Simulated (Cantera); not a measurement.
An adiabatic, constant-pressure homogeneous reactor starts with CH4 : C2H6 : C3H8 : O2 : N2 : CO2 = 1 : 0.036 : 0.031 : 4.66 : 51.2 : 8.6 (molar parts), equivalence ratio 0.49, at 1750 K and 500000 Pa. Integrator tolerance rtol = 1e-08.

Detailed kinetics in Cantera: GRI-Mech 3.0 (53 species, 325 reactions).

What does this change do: 4.8 parts H2 added?


```tsv
quantity	before	after
time of steepest temperature rise	31.4 µs	5.83 µs
temperature at 9.00 s	2083 K	2379 K
equilibrium temperature	2083 K	2379 K
x(CH4) at 9.00 s	<1e-12 (gas-phase equilibrium <1e-12)	<1e-12 (gas-phase equilibrium <1e-12)
x(C2H6) at 9.00 s	<1e-12 (gas-phase equilibrium <1e-12)	<1e-12 (gas-phase equilibrium <1e-12)
x(C3H8) at 9.00 s	<1e-12 (gas-phase equilibrium <1e-12)	<1e-12 (gas-phase equilibrium <1e-12)
x(C2H2) at 9.00 s	<1e-12 (gas-phase equilibrium <1e-12)	<1e-12 (gas-phase equilibrium <1e-12)
x(CH2) at 9.00 s	<1e-12 (gas-phase equilibrium <1e-12)	<1e-12 (gas-phase equilibrium <1e-12)
x(N2O) at 9.00 s	4.79e-7 (gas-phase equilibrium 4.79e-7)	3.55e-7 (gas-phase equilibrium 3.55e-7)
x(H2O) at 9.00 s	0.0336 (gas-phase equilibrium 0.0336)	0.0991 (gas-phase equilibrium 0.0991)
```

What does this change do: pressure from 500000 Pa to 101000 Pa?


```csv
quantity,before,after
time of steepest temperature rise,31.4 µs,93.3 µs
temperature at 9.00 s,2083 K,2074 K
equilibrium temperature,2083 K,2074 K
x(CH4) at 9.00 s,<1e-12 (gas-phase equilibrium <1e-12),<1e-12 (gas-phase equilibrium <1e-12)
x(C2H6) at 9.00 s,<1e-12 (gas-phase equilibrium <1e-12),<1e-12 (gas-phase equilibrium <1e-12)
x(C3H8) at 9.00 s,<1e-12 (gas-phase equilibrium <1e-12),<1e-12 (gas-phase equilibrium <1e-12)
x(C2H2) at 9.00 s,<1e-12 (gas-phase equilibrium <1e-12),<1e-12 (gas-phase equilibrium <1e-12)
x(CH2) at 9.00 s,<1e-12 (gas-phase equilibrium <1e-12),<1e-12 (gas-phase equilibrium <1e-12)
x(N2O) at 9.00 s,4.79e-7 (gas-phase equilibrium 4.79e-7),2.12e-7 (gas-phase equilibrium 2.12e-7)
x(H2O) at 9.00 s,0.0336 (gas-phase equilibrium 0.0336),0.0334 (gas-phase equilibrium 0.0334)
```
